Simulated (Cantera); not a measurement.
## Equilibrium for silicon nitride deposition: trisilylamine + NH₃ + N₂

A closed system holds: 1 mol trisilylamine, 44 mol NH₃, 1.1 mol N₂, held at 1450 K.

Cantera equilibrium calculation (NASA polynomials, part measured and part estimated; ideal gas, pure solids and liquids). Candidate condensed phases: Si, Si₃N₄; 18 gas species. The feed counts by its element totals alone. The numbers say what is thermodynamically allowed, not how fast it happens.

```csv
P (Pa),x H₂,x N₂,x H,x Si,n Si(s),n Si₃N₄(s)
5,0.748,0.251,0.00116,6.15e-5,2.99,0
36,0.765,0.234,0.000436,2.95e-6,0,1.000
260,0.765,0.235,0.000162,1.09e-7,0,1.000
1900,0.765,0.235,6.00e-5,3.97e-9,0,1.000
14000,0.765,0.235,2.21e-5,1.42e-10,0,1.00
100000,0.765,0.235,8.27e-6,5.37e-12,0,1.00
```
x: gas mole fraction; n: condensed amount in mol.

At 5.00e-5 bar the condensed part is Si(s). From 0.000360 bar to 1.00 bar the condensed part is Si₃N₄(s).
